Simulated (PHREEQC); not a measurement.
A solution holds 4.4 mmol/kgw HF, 4.1 mmol/kgw (NH4)2SiF6 and 6.3 mmol/kgw H3AsO4, at 20 °C. Closed to the air; pH follows from the charge balance.

Equilibrium calculation in PHREEQC: ion-association model, wateq4f.dat.

This is a speciation only: nothing precipitates in the calculation.

Predict the pH.

pH 2.40.

In which forms is F present?

SiF6-2 84 %, HF 13 %, F- 2.7 % of the F.

SiF6-2 is the database's only silicon fluoride.
